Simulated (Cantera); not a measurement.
Source: NASA polynomial tables (part measured, part estimated), evaluated in Cantera. Values are per mole of reaction as written; species without (g) are pure solids or liquids, kept so even where they would boil at 1 bar.

Task: Between 575 and 975 K, where is each reaction favourable under standard conditions?
- 2 Cs + Cl₂(g) ⇌ 2 CsCl
- 2 Cu + Cl₂(g) ⇌ 0.6667 Cu₃Cl₃(g)
- 2 Na + Cl₂(g) ⇌ 2 NaCl(g)

Result: 
- 2 Cs + Cl₂(g) ⇌ 2 CsCl: ΔG° is -773 kJ at 575 K and -701 kJ at 975 K; it stays negative (K > 1). ΔH° is -834 kJ and ΔS° -136 J/K at 975 K.
- 2 Cu + Cl₂(g) ⇌ 0.6667 Cu₃Cl₃(g): ΔG° is -171 kJ at 575 K and -169 kJ at 975 K; it stays negative (K > 1). ΔH° is -174 kJ and ΔS° -6 J/K at 975 K.
- 2 Na + Cl₂(g) ⇌ 2 NaCl(g): ΔG° is -435 kJ at 575 K and -474 kJ at 975 K; it stays negative (K > 1). ΔH° is -382 kJ and ΔS° 94 J/K at 975 K.
